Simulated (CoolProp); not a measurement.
Vapour-liquid equilibrium of R152A (1) + methanol (2) at 238.7 K; x and y are mole fractions of (1).

Computed with CoolProp (multi-fluid Helmholtz-energy mixture model, Outcalt 1996 and de Reuck 1993; pair parameters Bell 2016).

```tsv
x	bubble pressure, mixture model (bar)	bubble pressure, Raoult's law (bar)	y, mixture model	y, Raoult's law
0.05	0.1890	0.03429	0.983	0.910
0.125	0.3245	0.08083	0.990	0.965
0.2	0.3790	0.1274	0.992	0.980
0.275	0.4009	0.1739	0.992	0.986
0.35	0.4113	0.2205	0.992	0.990
0.425	0.4195	0.2670	0.993	0.993
0.5	0.4298	0.3136	0.993	0.995
0.575	0.4442	0.3601	0.993	0.996
0.65	0.4634	0.4066	0.994	0.997
0.725	0.4878	0.4532	0.995	0.998
0.8	0.5177	0.4997	0.996	0.999
0.875	0.5529	0.5463	0.997	0.999
0.95	0.5937	0.5928	0.999	1.000
```

The largest gap from Raoult's law is +451.2 % in bubble pressure, at x = 0.05. No azeotrope shows between x = 0.05 and 0.95.

Pair parameters are fitted to limited data, so mixtures are less certain than the pure fluids. With so large a gap from Raoult's law the liquid may split in two, which this calculation doesn't test in full.
